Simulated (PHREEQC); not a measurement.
Dissolve 0.18 mol/kgw MgCl2, 0.017 mol/kgw Na2SO4 and 0.00048 mol/kgw NaCl at 25 °C. Closed to the air; pH follows from the charge balance.

The numbers come from PHREEQC with the ion-association model, phreeqc.dat.

Task: The ionic strength comes out as 0.546 mol/kgw. What activity coefficients do Na+, Cl-, SO4-2, Mg+2, NaSO4- get?

Result: Na+ 0.72, Cl- 0.64, SO4-2 0.20, Mg+2 0.29, NaSO4- 0.69.

This is a speciation only: nothing precipitates in the calculation. Complexes and solids missing from the database can't appear.
